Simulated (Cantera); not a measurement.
Input (Python, Cantera):

```python
import numpy as np
import cantera as ct

gas = ct.Solution("gri30.yaml")
gas.TPX = 1650, 78000, {'CH4': 1, 'O2': 0.952, 'N2': 10.5}
reactor = ct.IdealGasConstPressureReactor(gas, energy="on", clone=False)
net = ct.ReactorNet([reactor])
net.rtol, net.atol = 1e-08, 1e-16
show = ['CH4', 'O2', 'NO2', 'HO2', 'C2H4', 'H', 'H2O']
times = np.geomspace(1e-06, 1, 12)

steps = ct.SolutionArray(gas, extra=["t"])
rows = []
print(f"{'t/s':>10s}{'T/K':>9s}{'P/Pa':>11s}" + "".join(f"{s:>11s}" for s in show))
for t in times:
    while net.time < t:
        t_next = net.step()
        steps.append(gas.state, t=t_next)
    rows.append([np.interp(t, steps.t, y) for y in (steps.T, steps.P, *steps(*show).X.T)])
    print(f"{t:10.3e}{rows[-1][0]:9.1f}{rows[-1][1]:11.4g}" + "".join(f"{x:11.3e}" for x in rows[-1][2:]))
rate = np.gradient(steps.T, steps.t)
print("integrator steps:", len(steps.t))
if steps.T.max() > steps.T[0] + 200:
    print(f"time of steepest temperature rise: {steps.t[rate.argmax()]:.4e} s")
gas.TPX = 1650, 78000, {'CH4': 1, 'O2': 0.952, 'N2': 10.5}
gas.equilibrate("HP")
print(f"equilibrium (HP): T = {gas.T:.1f} K  " + "  ".join(f"{s} {gas[s].X[0]:.3e}" for s in show))
```

Result:

```
       t/s      T/K       P/Pa        CH4         O2        NO2        HO2       C2H4          H        H2O
 1.000e-06   1650.0    7.8e+04  8.031e-02  7.645e-02  2.179e-22  9.852e-08  6.316e-14  1.172e-07  2.777e-08
 3.511e-06   1650.0    7.8e+04  8.031e-02  7.645e-02  2.955e-20  3.403e-07  1.034e-11  1.326e-07  2.985e-07
 1.233e-05   1650.0    7.8e+04  8.030e-02  7.645e-02  2.083e-18  1.117e-06  9.671e-10  1.397e-07  1.630e-06
 4.329e-05   1649.8    7.8e+04  8.026e-02  7.644e-02  1.105e-16  2.987e-06  6.210e-08  1.726e-07  9.994e-06
 1.520e-04   1649.6    7.8e+04  8.005e-02  7.637e-02  4.712e-15  4.052e-06  4.203e-06  3.854e-07  9.128e-05
 5.337e-04   1654.6    7.8e+04  7.704e-02  7.497e-02  5.802e-13  1.471e-05  3.167e-04  4.527e-06  1.670e-03
 1.874e-03   2165.8    7.8e+04  6.150e-04  4.053e-07  6.641e-11  2.107e-10  3.434e-06  1.209e-03  6.579e-02
 6.579e-03   2159.1    7.8e+04  1.720e-04  3.059e-07  1.541e-10  1.476e-10  2.712e-07  1.236e-03  5.954e-02
 2.310e-02   2155.7    7.8e+04  7.552e-08  3.663e-07  2.526e-10  1.711e-10  3.133e-11  1.400e-03  5.827e-02
 8.111e-02   2155.8    7.8e+04  1.057e-11  4.159e-07  1.249e-10  1.926e-10  1.150e-18  1.488e-03  5.831e-02
 2.848e-01   2156.3    7.8e+04  8.201e-12  4.175e-07  4.494e-11  1.934e-10  8.734e-19  1.489e-03  5.835e-02
 1.000e+00   2156.4    7.8e+04  7.961e-12  4.180e-07  2.747e-11  1.936e-10  8.461e-19  1.489e-03  5.836e-02
integrator steps: 1788
time of steepest temperature rise: 1.0992e-03 s
equilibrium (HP): T = 2156.4 K  CH4 9.013e-12  O2 4.180e-07  NO2 2.703e-11  HO2 1.936e-10  C2H4 9.511e-19  H 1.489e-03  H2O 5.836e-02
```

Detailed kinetics in Cantera: GRI-Mech 3.0 (53 species, 325 reactions).
